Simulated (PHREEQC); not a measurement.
Solution (10 °C): 0.0018 mol Na2SeO4 and 0.0041 mol NaOH per kg of water. Closed to the air; pH follows from the charge balance.

Computed with PHREEQC (ion-association model, wateq4f.dat).

This is a speciation only: nothing precipitates in the calculation.

Predict the pH.

pH 12.10.

Complexes and solids missing from the database can't appear. Away from 25 °C the constants follow the database's enthalpies or fits; those with neither stay at their 25 °C values.
